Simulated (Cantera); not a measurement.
## Catalytic stagnation flow on Pt

A jet of 3.21 % H2, 6.19 % O2, 90.6 % N2, equivalence ratio 0.26 at 300 K and 0.365 atm hits a platinum plate 5.5 cm away at a mass flux of 0.027 kg/m²/s; the plate temperature is set and raised in steps from an oxygen-covered start.

Computed with Cantera and Deutschmann's 1995 Pt surface mechanism with GRI-Mech 3.0 gas chemistry. Catalytic surfaces can have several steady states; this one follows from the mechanism file's or the stated starting coverage.

```
plate T (K)  wall x H2  wall x O2  wall x H2O  wall x OH  θ free Pt   θ O*    θ OH*
-----------  ---------  ---------  ----------  ---------  ---------  -----  -------
700           0.000669     0.0285      0.0600      <1e-8     0.0486  0.945  0.00625
750           0.000537     0.0285      0.0600      <1e-8     0.0630  0.932  0.00513
800           0.000383     0.0283      0.0600      <1e-8     0.0941  0.901  0.00464
850           0.000263     0.0283      0.0600      <1e-8      0.140  0.855  0.00429
900           0.000194     0.0282      0.0599    2.63e-8      0.197  0.799  0.00392
950           0.000152     0.0282      0.0597    7.16e-8      0.260  0.737  0.00352
1000          0.000125     0.0283      0.0596    1.82e-7      0.325  0.672  0.00313
```
x: mole fraction at the wall; θ: surface coverage.
